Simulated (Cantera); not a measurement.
Charge: 1 mol FeS, 1.5 mol SO2, 0.066 mol CO2, equilibrated at 1448 K.

Equilibrium computed with Cantera from the NASA thermochemical tables; the gas is ideal and each condensed phase is pure. Candidate condensed phases: C, Fe, Fe(CO)5, FeO, FeS, FeSO4, FeS2, Fe2O3, Fe2(SO4)3, Fe3O4, S; 25 gas species. Metal and sulfide melt together well below either melting point, which pure phases cannot show. Mutual solubility and eutectic melting of coexisting phases are not modelled. The tables' stoichiometric FeO is somewhat more stable than real wüstite, so its field is too wide. FeO, FeS: taken at fixed stoichiometry. Kinetics and transport are ignored.

### Question
Which condensed phases are stable at each of these points (P (Pa)): 1000, 2300, 5400, 13000, 29000, 68000, 160000, 370000, 860000, 2000000?

### Answer
| P (Pa) | condensed phases | Fe condensed (%) |
|---|---|---|
| 1000 | FeO(s) + FeS(s) | 100.0 |
| 2300 | FeO(s) + FeS(s) | 100.0 |
| 5400 | FeO(s) + FeS(s) | 100.0 |
| 13000 | FeO(s) + FeS(s) | 100.0 |
| 29000 | FeO(s) + FeS(s) | 100.0 |
| 68000 | FeO(s) + FeS(s) | 100.0 |
| 160000 | FeS(s) + Fe3O4(s) | 100.0 |
| 370000 | FeS(s) + Fe3O4(s) | 100.0 |
| 860000 | FeS(s) + Fe3O4(s) | 100.0 |
| 2000000 | FeS(s) + Fe3O4(s) | 100.0 |

From 7.50 Torr to 510 Torr the condensed part is FeO(s) + FeS(s). From 1200 Torr to 15000 Torr the condensed part is FeS(s) + Fe3O4(s).
